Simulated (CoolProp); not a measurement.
Vapour pressure (kPa) of R1336mzz(Z): the reference equation beside estimates from Tc = 444.5 K, pc = 2904 kPa, ω = 0.386. Clausius-Clapeyron is anchored at 340.5 K with a constant enthalpy of vaporisation of 24.17 kJ/mol.

The numbers come from the reference Helmholtz-energy equation of state, McLinden 2020 in CoolProp.

```csv
T (K),reference,Lee-Kesler,Clausius-Clapeyron,Peng-Robinson
306.8,102.1,101.9,118.9,102.1
313.5,129.6,129.7,145.5,129.5
320.3,163.1,163.7,177.2,163.0
327,202.5,203.4,213.4,202.2
333.8,249.5,250.9,255.8,249.1
340.5,303.6,305.6,303.6,303.3
347.3,367.3,369.9,358.9,367.0
354,439.6,442.7,420.5,439.5
360.7,522.2,525.8,489.8,522.5
367.5,617.6,621.6,568.6,618.5
374.2,723.9,728.2,655.1,725.7
381,845.3,849.8,752.5,848.3
387.7,979.5,984.1,858.6,984.0
394.5,1132,1136,977.1,1138
401.2,1299,1303,1105,1307
```

Absolute difference from the reference over all 15 rows, mean and median: Lee-Kesler 0.5 and 0.5 %, Clausius-Clapeyron 8.5 and 8.6 %, Peng-Robinson 0.2 and 0.1 %.
